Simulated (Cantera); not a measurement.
An isothermal, constant-pressure homogeneous reactor starts with C2H6 : H2 = 1 : 1.1 (molar parts), at 1925 K and 1.01 bar. Integrator tolerance rtol = 1e-08.

Detailed kinetics in Cantera: GRI-Mech 3.0 (53 species, 325 reactions). GRI-Mech 3.0 stops at C3 and has no aromatics, soot or wall deposition, so with more carbon than oxygen in the feed, carbon stays in small species such as C2H2 where larger ones or solid carbon would form.

Q: What does this change do: temperature 1925 to 1350 K?

A: 
```json
[
 {"quantity": "x(C2H6) at 5.00 s", "before": "1.01e-6 (gas-phase equilibrium 1.01e-6)", "after": "0.000883 (gas-phase equilibrium 0.000762)"},
 {"quantity": "x(H2) at 5.00 s", "before": "0.749 (gas-phase equilibrium 0.749)", "after": "0.453 (gas-phase equilibrium 0.423)"},
 {"quantity": "x(CH3) at 5.00 s", "before": "0.000172 (gas-phase equilibrium 0.000172)", "after": "3.23e-5 (gas-phase equilibrium 3.11e-5)"},
 {"quantity": "x(CH2) at 5.00 s", "before": "2.34e-7 (gas-phase equilibrium 2.34e-7)", "after": "9.11e-11 (gas-phase equilibrium 7.61e-11)"},
 {"quantity": "x(C2H) at 5.00 s", "before": "3.81e-6 (gas-phase equilibrium 3.81e-6)", "after": "2.70e-10 (gas-phase equilibrium 2.21e-10)"}
]
```
